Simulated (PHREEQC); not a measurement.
PHREEQC input (Pitzer model, pitzer.dat):

```
SOLUTION 1
  temp 50
  units mol/kgw
  pH 7 charge
  Cl 0.27
  Na 0.13
  K 0.14
END
USE solution 1
INCREMENTAL_REACTIONS false
REACTION 1
  H2O -1
  0 9.886 18.011 24.689 30.178 34.689 38.397 41.444
  43.949 46.007 47.699 49.089 50.232 51.172 51.944 52.578
  53.1 53.528 53.88 54.17 54.408 54.603 54.764 54.896
  55.005 55.094 55.168 55.228 moles
EQUILIBRIUM_PHASES 1
  Halite 0 0
  Sylvite 0 0
SELECTED_OUTPUT 1
  -reset false
  -pH true
  -pe true
  -ionic_strength true
  -water true
  -activities H2O
  -totals Cl K Na
  -molalities H+ Na+ K+ Cl- OH-
  -equilibrium_phases Halite Sylvite
PRINT
  -reset false
END
```

Selected output (columns that matter, 9 of 28 rows; water left (kg) added in front):

```
water left (kg)	pH	mu	Cl	K	Na	m_H+	m_Na+	m_K+	m_Cl-	m_OH-	la_H2O	Halite	Sylvite
1	6.6122	0.27	0.27	0.14	0.13	3.2198e-07	0.13	0.14	0.27	3.2198e-07	-0.0038603	0	0
0.555203	6.5985	0.48631	0.48631	0.25216	0.23415	3.297e-07	0.23415	0.25216	0.48631	3.297e-07	-0.0069333	0	0
0.253345	6.5631	1.0657	1.0657	0.55261	0.51313	3.2275e-07	0.51313	0.55261	1.0657	3.2275e-07	-0.015362	0	0
0.140655	6.5127	1.9196	1.9196	0.99534	0.92425	2.9262e-07	0.92425	0.99534	1.9196	2.9262e-07	-0.028501	0	0
0.0641769	6.3822	4.2071	4.2071	2.1815	2.0257	2.0414e-07	2.0257	2.1815	4.2071	2.0414e-07	-0.068701	0	0
0.0356396	6.2036	7.219	7.219	3.5714	3.6476	1.2256e-07	3.6476	3.5714	7.219	1.2256e-07	-0.13301	0	0.012718
0.0197855	6.0972	7.8512	7.8512	2.9663	4.885	1.0855e-07	4.885	2.9663	7.8512	1.0855e-07	-0.15253	0.033349	0.081311
0.00902993	6.0972	7.8512	7.8512	2.9663	4.885	1.0855e-07	4.885	2.9663	7.8512	1.0855e-07	-0.15253	0.085889	0.11321
0.00501236	6.0972	7.8512	7.8512	2.9663	4.885	1.0855e-07	4.885	2.9663	7.8512	1.0855e-07	-0.15253	0.10551	0.12513
```

Away from 25 °C the constants follow the database's enthalpies or fits; those with neither stay at their 25 °C values.
